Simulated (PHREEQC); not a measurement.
**Copper plating or etch bath: speciation**

Dissolve 0.47 mol/kgw CuCl2, 0.023 mol/kgw H2SO4 and 0.05 mol/kgw NaCl at 25 °C. It is in equilibrium with CO2 at log p = -3.5 (atm). Otherwise closed; pH follows from the charge balance.

Equilibrium calculation in PHREEQC: ion-association model, phreeqc.dat.

No solid was allowed to form.

Question: What pH, density does the model give?

Answer: pH 1.51; density 1.055 g/cm³.

Question: In which forms is Cl present?

Answer: Cl- 83 %, CuCl+ 14 %, CuCl2 3.3 % of the Cl.

The ionic strength is past about 0.7 mol/kgw, beyond the range of this activity model, so the values are rough.
